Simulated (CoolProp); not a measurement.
A simple Rankine cycle with n-perfluoropentane: condensing at 312.15 K, boiler at 1.37 MPa, turbine inlet 402 K, turbine efficiency 0.75, pump efficiency 0.8, no recuperator. Each further row changes one setting.

The numbers come from the reference Helmholtz-energy equation of state, Gao 2022 in CoolProp.

```json
[
 {"case": "as stated", "thermal efficiency (%)": "9.7", "net work (kJ/kg)": "___", "heat in (kJ/kg)": "151", "turbine exit temperature (K)": "367.6", "volume ratio over the turbine": "13.9"},
 {"case": "turbine inlet 422 K", "thermal efficiency (%)": "9.4", "net work (kJ/kg)": "16.4", "heat in (kJ/kg)": "___", "turbine exit temperature (K)": "391.1", "volume ratio over the turbine": "12.0"},
 {"case": "condensing temperature 304.15 K", "thermal efficiency (%)": "10.5", "net work (kJ/kg)": "16.9", "heat in (kJ/kg)": "160", "turbine exit temperature (K)": "___", "volume ratio over the turbine": "18.4"},
 {"case": "boiler pressure 0.959 MPa", "thermal efficiency (%)": "___", "net work (kJ/kg)": "13.6", "heat in (kJ/kg)": "159", "turbine exit temperature (K)": "___", "volume ratio over the turbine": "___"},
 {"case": "turbine efficiency 0.65", "thermal efficiency (%)": "___", "net work (kJ/kg)": "12.7", "heat in (kJ/kg)": "151", "turbine exit temperature (K)": "369.9", "volume ratio over the turbine": "___"}
]
```

Problem. Fill in the missing entries.

Solution. 
- as stated, net work (kJ/kg): 14.8
- turbine inlet 422 K, heat in (kJ/kg): 175
- condensing temperature 304.15 K, turbine exit temperature (K): 364.9
- boiler pressure 0.959 MPa, thermal efficiency (%): 8.5
- boiler pressure 0.959 MPa, turbine exit temperature (K): 377.7
- boiler pressure 0.959 MPa, volume ratio over the turbine: 7.90
- turbine efficiency 0.65, thermal efficiency (%): 8.4
- turbine efficiency 0.65, volume ratio over the turbine: 14.0
